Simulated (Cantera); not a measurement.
Feed: 1 mol Si₃N₄, 33 mol HF, 25 mol N₂, held at 898 K and 1.40 Pa.

Equilibrium computed with Cantera from the NASA thermochemical tables; the gas is ideal and each condensed phase is pure. Candidate condensed phases: Si, Si₃N₄; 37 gas species. Equilibrium is a limit: real reactors are often held back by kinetics, nucleation or transport.

Base state: N₂ 0.474, HF 0.368, H₂ 0.105, SiF₄ 0.0526 (mole fractions); condensed: gas only.

Q: What changes in the equilibrium state with this change: HF from 33 to 1.4 mol?

A: 
| species | before | after |
|---|---|---|
| N₂ | 0.474 | 0.960 |
| H₂ | 0.105 | 0.0266 |
| SiF₄ | 0.0526 | 0.0133 |
| HF | 0.368 | 7.45e-5 |
| Si₃N₄(s), mol | 0 | 0.883 |
